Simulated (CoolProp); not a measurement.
Vapour pressure (MPa) of R21: the reference equation beside estimates from Tc = 452.7 K, pc = 5.289 MPa, ω = 0.206. Clausius-Clapeyron is anchored at 322.3 K with a constant enthalpy of vaporisation of 22.17 kJ/mol.

Computed with CoolProp (reference Helmholtz-energy equation of state, Platzer 1990). This equation is an older, rougher fit; its heat capacities, sound speeds and derivatives of the liquid may be far off and weren't checked against measurements.

| T (K) | reference | Clausius-Clapeyron | van der Waals | Peng-Robinson |
|---|---|---|---|---|
| 217.7 | 0.003475 | 0.007269 | 0.1123 | 0.003790 |
| 235.1 | 0.01069 | 0.01799 | 0.1891 | 0.01131 |
| 252.6 | 0.02769 | 0.03948 | 0.2981 | 0.02861 |
| 270 | 0.06206 | 0.07795 | 0.4437 | 0.06297 |
| 287.4 | 0.1243 | 0.1417 | 0.6315 | 0.1246 |
| 304.8 | 0.2273 | 0.2407 | 0.8665 | 0.2260 |
| 322.3 | 0.3870 | 0.3870 | [?] | [?] |
| 339.7 | 0.6179 | 0.5912 | 1.497 | 0.6115 |
| 357.1 | 0.9382 | 0.8666 | [?] | 0.9302 |
| 374.6 | [?] | 1.228 | 2.365 | 1.362 |
| 392 | 1.926 | 1.685 | [?] | 1.925 |
| 409.4 | 2.634 | 2.249 | 3.492 | 2.645 |
| 426.8 | 3.521 | 2.934 | 4.160 | 3.546 |

**Question.** Fill in the missing entries.

**Answer.** 
- 322.3, van der Waals: 1.155
- 322.3, Peng-Robinson: 0.3832
- 357.1, van der Waals: 1.899
- 374.6, reference: 1.369
- 392, van der Waals: 2.895

Absolute difference from the reference over all 13 rows, mean and median: Clausius-Clapeyron 25.5 and 14.0 %, van der Waals 592.2 and 198.4 %, Peng-Robinson 1.9 and 0.9 %.
